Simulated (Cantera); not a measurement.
A closed system holds: 1 mol SiCl4, 1.2 mol Cl2, 0.66 mol H2, at 352 °C and 4.00 bar.

These are equilibrium values from Cantera (NASA tables, ideal gas, pure condensed phases), not measurements of a reactor. Candidate condensed phases: Si; 19 gas species. Rates play no part.

Base state: HCl 0.462, SiCl4 0.350, Cl2 0.189 (mole fractions); condensed: gas only.

**Question.** What changes in the equilibrium state with this change: H2 from 0.66 to 1.2 mol?

**Answer.** 
```tsv
species	before	after
HCl	0.462	0.706
SiCl4	0.350	0.294
Cl2	0.189	4.41e-9
```
